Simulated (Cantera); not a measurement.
Input (Python, Cantera):

```python
import numpy as np
import cantera as ct

gas = ct.Solution("gri30.yaml")
gas.TPX = 1248, 21000, {'CH4': 1, 'C2H6': 0.086, 'O2': 1.92, 'N2': 7.21}
reactor = ct.IdealGasReactor(gas, energy="on", clone=False)
net = ct.ReactorNet([reactor])
net.rtol, net.atol = 1e-08, 1e-16
show = ['CH4', 'C2H6', 'O2', 'N2O', 'NO2', 'OH', 'O']
times = np.geomspace(5e-06, 0.3, 10)

steps = ct.SolutionArray(gas, extra=["t"])
rows = []
print(f"{'t/s':>10s}{'T/K':>9s}{'P/Pa':>11s}" + "".join(f"{s:>11s}" for s in show))
for t in times:
    while net.time < t:
        t_next = net.step()
        steps.append(gas.state, t=t_next)
    rows.append([np.interp(t, steps.t, y) for y in (steps.T, steps.P, *steps(*show).X.T)])
    print(f"{t:10.3e}{rows[-1][0]:9.1f}{rows[-1][1]:11.4g}" + "".join(f"{x:11.3e}" for x in rows[-1][2:]))
rate = np.gradient(steps.T, steps.t)
print("integrator steps:", len(steps.t))
if steps.T.max() > steps.T[0] + 200:
    print(f"time of steepest temperature rise: {steps.t[rate.argmax()]:.4e} s")
gas.TPX = 1248, 21000, {'CH4': 1, 'C2H6': 0.086, 'O2': 1.92, 'N2': 7.21}
gas.equilibrate("UV")
print(f"equilibrium (UV): T = {gas.T:.1f} K  " + "  ".join(f"{s} {gas[s].X[0]:.3e}" for s in show))
```

Output:

```
       t/s      T/K       P/Pa        CH4       C2H6         O2        N2O        NO2         OH          O
 5.000e-06   1248.0    2.1e+04  9.789e-02  8.418e-03  1.879e-01  1.050e-16  1.019e-29  6.174e-11  2.604e-11
 1.698e-05   1248.0    2.1e+04  9.789e-02  8.418e-03  1.879e-01  5.369e-16  2.401e-27  2.870e-10  1.220e-10
 5.765e-05   1248.0    2.1e+04  9.789e-02  8.417e-03  1.879e-01  4.640e-15  6.116e-25  1.154e-09  5.222e-10
 1.957e-04   1248.0    2.1e+04  9.789e-02  8.415e-03  1.879e-01  8.164e-14  2.053e-22  4.423e-09  1.998e-09
 6.646e-04   1247.9    2.1e+04  9.788e-02  8.403e-03  1.879e-01  2.195e-12  8.362e-20  2.312e-08  8.844e-09
 2.257e-03   1248.2    2.1e+04  9.777e-02  8.323e-03  1.878e-01  4.628e-11  4.050e-17  2.008e-07  6.140e-08
 7.663e-03   1261.0  2.124e+04  9.543e-02  7.511e-03  1.857e-01  5.279e-10  1.727e-14  1.263e-06  3.423e-07
 2.602e-02   2739.9  4.993e+04  6.143e-15  4.702e-29  1.005e-02  2.407e-07  7.339e-07  1.950e-02  6.086e-03
 8.835e-02   2739.9  4.993e+04  6.143e-15  4.703e-29  1.005e-02  2.408e-07  7.343e-07  1.950e-02  6.085e-03
 3.000e-01   2739.9  4.993e+04  6.143e-15  4.703e-29  1.005e-02  2.408e-07  7.343e-07  1.950e-02  6.085e-03
integrator steps: 1969
time of steepest temperature rise: 1.1768e-02 s
equilibrium (UV): T = 2739.9 K  CH4 7.886e-15  C2H6 7.439e-29  O2 1.005e-02  N2O 2.408e-07  NO2 7.343e-07  OH 1.950e-02  O 6.085e-03
```

Cantera simulation using GRI-Mech 3.0 (53 species, 325 reactions); the numbers are that mechanism's predictions, not measurements.
